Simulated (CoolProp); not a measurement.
Model: reference Helmholtz-energy equation of state, Schroeder 2014, in CoolProp.

Task: For ethanol, give the phase and the cv (kJ/(kg K)), speed of sound (m/s) at 51.25 °C and 0.0225 MPa; 27.85 °C and 1.87 MPa.

Result: 
- 51.25 °C and 0.0225 MPa: gas; cv 1.35, speed of sound 256
- 27.85 °C and 1.87 MPa: liquid; cv 2.06, speed of sound 1140
